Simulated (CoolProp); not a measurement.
Vapour pressure (bar) of ethanol: the reference equation beside estimates from Tc = 241.6 °C, pc = 62.68 bar, ω = 0.644. Clausius-Clapeyron is anchored at 127.25 °C with a constant enthalpy of vaporisation of 34.58 kJ/mol.

Computed with CoolProp (reference Helmholtz-energy equation of state, Schroeder 2014).

```csv
T (°C),reference,Lee-Kesler,Clausius-Clapeyron,van der Waals,Redlich-Kwong,Soave-Redlich-Kwong,Peng-Robinson
83.95,1.255,1.261,1.503,12.00,5.081,1.262,1.301
94.75,1.867,1.877,2.116,13.97,6.521,1.883,1.925
105.55,2.703,2.716,2.921,16.12,8.232,2.729,2.770
116.35,3.821,3.829,3.962,18.49,10.24,3.857,3.891
127.25,5.298,5.289,5.298,21.08,12.59,5.342,5.362
138.05,7.177,7.132,6.960,23.88,15.26,7.224,7.221
148.85,9.542,9.440,9.016,26.89,18.31,9.588,9.554
159.65,12.47,12.29,11.53,30.14,21.74,12.51,12.44
170.45,16.04,15.76,14.57,33.61,25.59,16.08,15.96
181.25,20.34,19.94,18.21,37.33,29.87,20.39,20.22
192.05,25.46,24.96,22.52,41.29,34.61,25.53,25.31
202.85,31.49,30.92,27.58,45.50,39.82,31.59,31.34
213.75,38.61,38.05,33.54,50.00,45.58,38.77,38.51
```

Absolute difference from the reference over all 13 rows, mean and median: Lee-Kesler 1.1 and 1.1 %, Clausius-Clapeyron 9.1 and 9.2 %, van der Waals 274.5 and 181.8 %, Redlich-Kwong 117.7 and 91.9 %, Soave-Redlich-Kwong 0.5 and 0.5 %, Peng-Robinson 1.2 and 0.6 %.
